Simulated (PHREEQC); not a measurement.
A column of 0.5 m (40 cells, dispersivity 0.025 m, 300 s a shift, diffusion coefficient 3e-10 m²/s) holds 0.29 eq of the database's cation exchanger X per kg of pore water, first in equilibrium with 0.0084 mol/kgw MgCl2 and 1e-05 mol/kgw HCl. It is flushed with 0.0095 mol/kgw NH4Cl, 0.092 mol/kgw MnCl2 and 1e-05 mol/kgw HCl, at 25 °C. Values are for the last cell. No CO2 enters from the air. Nothing may precipitate in this run.

Model: ion-association model, phreeqc.dat, run in PHREEQC.

| pore volumes | Mn in solution (mol/kgw) | NH4 in solution (mol/kgw) | Mg in solution (mol/kgw) | Cl in solution (mol/kgw) | MgX2 on the exchanger (mol/kgw) | NH4X on the exchanger (mol/kgw) |
|---|---|---|---|---|---|---|
| 0 | 0 | 0 | 0.00840 | 0.0168 | 0.145 | 0 |
| 0.6125 | 1.17e-13 | 2.61e-13 | 0.0150 | 0.0300 | 0.145 | 1.23e-12 |
| 1.212 | 0.00268 | 2.45e-5 | 0.0747 | 0.155 | 0.141 | 5.13e-5 |
| 1.812 | 0.0280 | 0.000726 | 0.0668 | 0.190 | 0.112 | 0.00143 |
| 2.413 | 0.0532 | 0.00255 | 0.0422 | 0.193 | 0.0767 | 0.00522 |
| 3.013 | 0.0700 | 0.00470 | 0.0244 | 0.194 | 0.0474 | 0.00995 |
| 3.612 | 0.0801 | 0.00651 | 0.0134 | 0.194 | 0.0271 | 0.0141 |
| 4.213 | 0.0859 | 0.00778 | 0.00696 | 0.194 | 0.0145 | 0.0171 |
| 4.812 | 0.0890 | 0.00856 | 0.00347 | 0.194 | 0.00734 | 0.0189 |
| 5.412 | 0.0906 | 0.00902 | 0.00167 | 0.194 | 0.00355 | 0.0200 |
| 6.013 | 0.0913 | 0.00926 | 0.000779 | 0.194 | 0.00167 | 0.0206 |
